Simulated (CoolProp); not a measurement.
Aqueous potassium carbonate as a coolant, 15 % by mass, freezing at -5.9 °C, 1 atm.

The numbers come from the Melinder's fits for secondary coolants in CoolProp.

```csv
T (°C),Prandtl number,conductivity (W/(m K)),cp (kJ/(kg K)),viscosity (mPa s)
2.7,13.9,0.555,___,2.23
10.5,___,0.568,3.485,1.82
18.3,9.14,0.580,3.498,1.52
26.2,7.61,0.594,3.511,1.29
34,___,0.607,3.524,1.11
```

**Question.** Complete the blanks.

**Answer.** 
- 2.7, cp (kJ/(kg K)): 3.471
- 10.5, Prandtl number: 11.2
- 34, Prandtl number: 6.42
